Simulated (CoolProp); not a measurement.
n-perfluorobutane at 298.15 K and 0.219 MPa is throttled through a valve to 0.152 MPa with no heat exchange. Each further row changes one setting.

Model: reference Helmholtz-energy equation of state, Gao 2022, in CoolProp.

```
case                        temperature change (K)  final density (kg/m³)
--------------------------  ----------------------  ---------------------
as stated                                     -1.0                      …
outlet pressure 0.0456 MPa                       …                      …
outlet pressure 0.198 MPa                     -0.3                      …
```

### Question
What belongs in the gaps?

### Answer

- as stated, final density (kg/m³): 15.5
- outlet pressure 0.0456 MPa, temperature change (K): -2.5
- outlet pressure 0.0456 MPa, final density (kg/m³): 4.49
- outlet pressure 0.198 MPa, final density (kg/m³): 20.5
